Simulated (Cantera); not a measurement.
Input (Python, Cantera) and output of one run.

```python
import numpy as np
import cantera as ct

gas_names = """
    CL CL2 H HCL H2 N NH NH2 NH3 N2 N2H2 N2H4 Si SiCL SiCL2 SiCL3 SiCL4 SiH SiHCL3 SiH2 SiH2CL2 SiH3
    SiH3CL SiH4 SiN Si2 Si2N Si3
""".split()
cond_names = """
    NH4CL(a) NH4CL(b) Si(cr) Si(L) Si3N4(a)
""".split()


# ... load() reads the species with a 1 bar reference pressure and builds the phases ...
atoms = {
    'SiHCl3': {'Si': 1, 'H': 1, 'CL': 3},
    'HCl': {'H': 1, 'CL': 1},
    'N2': {'N': 2},
}
top_T = {'Si3N4(a)': 2400}  # K; cautious upper limits of use, not melting points


# ... equilibrate(T, P, feed) seeds the gas with the atoms and calls Mixture.equilibrate('TP', solver="vcs", rtol=1e-11, max_steps=5000) ...
results = []
T = 923.15  # K
P = 133.322  # Pa
for m in [32, 38, 45, 54, 65, 77, 92, 110, 130, 160, 190, 220]:
    feed = {'SiHCl3': 1, 'HCl': 0.089, 'N2': m}  # mol
    mix = equilibrate(T, P, feed)
    results.append((T, P, feed, dict(zip(mix.species_names, mix.species_moles))))

top = {s: max(r[3][s] / sum(r[3][g] for g in gas_names) for r in results) for s in gas_names}
cols = sorted((s for s in top if top[s] > 0.0001), key=lambda s: -top[s])[:8]
seen = [c for c in cond_names if any(r[3].get(c, 0) > 1e-12 for r in results)]
print("log10 of partial pressures in bar; condensed amounts in mol")
print(f"{'n(N2)':>10s}" + "".join(f"{s[:9]:>10s}" for s in cols + seen))
for T, P, feed, n in results:
    ng = sum(n[g] for g in gas_names)
    print(f"{feed['N2']:10.4g}" + "".join(f"{np.log10(max(n[s] / ng * P / 1e5, 1e-99)):10.3f}" for s in cols)
          + "".join(f"{n.get(c, 0):10.4g}" for c in seen))
```

Result:

```
log10 of partial pressures in bar; condensed amounts in mol
     n(N2)        N2       HCL     SiCL4        H2  Si3N4(a)
        32    -2.896    -4.403    -4.677    -5.689    0.1581
        38    -2.893    -4.472    -4.750    -5.792    0.1587
        45    -2.890    -4.540    -4.823    -5.893    0.1592
        54    -2.888    -4.615    -4.901    -6.004    0.1598
        65    -2.886    -4.691    -4.981    -6.117    0.1603
        77    -2.884    -4.761    -5.055    -6.220    0.1607
        92    -2.882    -4.835    -5.132    -6.330    0.1612
       110    -2.881    -4.909    -5.210    -6.441    0.1616
       130    -2.880    -4.979    -5.283    -6.545    0.1619
       160    -2.879    -5.067    -5.373    -6.674    0.1623
       190    -2.879    -5.139    -5.448    -6.782    0.1627
       220    -2.878    -5.201    -5.512    -6.874    0.1629
```

Equilibrium computed with Cantera from the NASA thermochemical tables; the gas is ideal and each condensed phase is pure. N2 is the only nitrogen source here; it is nearly inert below about 1500 K, so the nitride shown seldom forms there in practice. The tables' values for SiCl3 are old estimates; treat these amounts as uncertain.
